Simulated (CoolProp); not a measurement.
Vapour pressure (MPa) of R143a: the reference equation beside estimates from Tc = 345.9 K, pc = 3.762 MPa, ω = 0.261.

Values from CoolProp's reference Helmholtz-energy equation of state, Lemmon and Jacobsen 2000.

| T (K) | reference | Lee-Kesler | van der Waals | Redlich-Kwong | Soave-Redlich-Kwong | Peng-Robinson |
|---|---|---|---|---|---|---|
| 167.3 | 0.001947 | 0.001755 | 0.08326 | 0.005305 | 0.001808 | 0.001979 |
| 181.3 | 0.006581 | 0.006087 | 0.1430 | 0.01598 | 0.006227 | 0.006611 |
| 195.3 | 0.01817 | 0.01722 | 0.2282 | 0.03954 | 0.01748 | 0.01814 |
| 209.3 | 0.04288 | 0.04151 | 0.3433 | 0.08423 | 0.04183 | 0.04269 |
| 223.2 | 0.08895 | 0.08758 | 0.4915 | 0.1592 | 0.08780 | 0.08851 |
| 237.2 | 0.1681 | 0.1676 | 0.6788 | 0.2761 | 0.1675 | 0.1674 |
| 251.2 | 0.2934 | 0.2949 | 0.9079 | 0.4457 | 0.2947 | 0.2927 |
| 265.2 | 0.4800 | 0.4844 | 1.182 | 0.6789 | 0.4852 | 0.4799 |
| 279.2 | 0.7449 | 0.7522 | 1.504 | 0.9863 | 0.7564 | 0.7466 |
| 293.1 | 1.104 | 1.113 | 1.873 | 1.375 | 1.124 | 1.109 |
| 307.1 | 1.582 | 1.592 | 2.297 | 1.860 | 1.613 | 1.594 |
| 321.1 | 2.203 | 2.212 | 2.776 | 2.447 | 2.241 | 2.221 |
| 335.1 | 2.997 | 3.006 | 3.311 | 3.145 | 3.031 | 3.018 |

Absolute difference from the reference over all 13 rows, mean and median: Lee-Kesler 2.5 and 0.9 %, van der Waals 728.5 and 209.4 %, Redlich-Kwong 65.9 and 51.9 %, Soave-Redlich-Kwong 2.3 and 1.7 %, Peng-Robinson 0.5 and 0.5 %.
